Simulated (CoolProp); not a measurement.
Properties of dry air along the isotherm 195.2 K.

Values from CoolProp's reference Helmholtz-energy equation of state, Lemmon 2000. It is a pseudo-pure fit of the blend.

```csv
p (MPa),phase,Z,cv (kJ/(kg K)),Joule-Thomson coefficient (K/MPa),isothermal compressibility (1/MPa),expansivity (1/kK),fugacity coefficient
0.146,gas,0.9962,0.7166,5.065,6.875,5.191,0.9962
0.291,gas,0.9925,0.7179,5.050,3.462,5.260,0.9925
0.437,gas,0.9888,0.7191,5.034,2.314,5.331,0.9888
0.582,gas,0.9851,0.7204,5.018,1.744,5.402,0.9852
0.728,gas,0.9814,0.7217,5.002,1.400,5.475,0.9815
0.874,gas,0.9776,0.7230,4.986,1.170,5.549,0.9778
1.02,gas,0.9739,0.7243,4.969,1.006,5.624,0.9742
1.16,gas,0.9704,0.7256,4.953,0.8881,5.697,0.9707
1.31,gas,0.9666,0.7269,4.935,0.7895,5.776,0.9670
1.46,gas,0.9628,0.7283,4.916,0.7111,5.856,0.9633
1.6,gas,0.9593,0.7295,4.899,0.6512,5.933,0.9599
1.75,gas,0.9555,0.7309,4.880,0.5977,6.016,0.9562
1.89,gas,0.9520,0.7322,4.862,0.5554,6.094,0.9528
```
